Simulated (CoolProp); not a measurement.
Vapour-liquid equilibrium of CH2F2 (R32) (1) + R236FA (2) at 1180 kPa; x and y are mole fractions of (1).

Values from CoolProp's multi-fluid Helmholtz-energy mixture model, Tillner-Roth 1997 and Pan 2012; pair parameters Bell 2016.

```
x     bubble temperature (K)  y at the bubble point  dew temperature at overall composition x (K)  liquid density (mol/L)
----  ----------------------  ---------------------  --------------------------------------------  ----------------------
0.05                   345.6                  0.129                                         348.8                   7.910
0.2                    330.8                  0.447                                         342.6                   9.076
0.35                   318.1                  0.661                                         335.7                   10.37
0.5                    307.8                  0.797                                         328.0                   11.85
0.65                   299.6                  0.884                                         318.9                   13.58
0.8                    292.8                  0.944                                         307.5                   15.69
0.95                   287.1                  0.988                                         292.1                   18.37
```

No azeotrope shows between x = 0.05 and 0.95.

Pair parameters are fitted to limited data, so mixtures are less certain than the pure fluids.
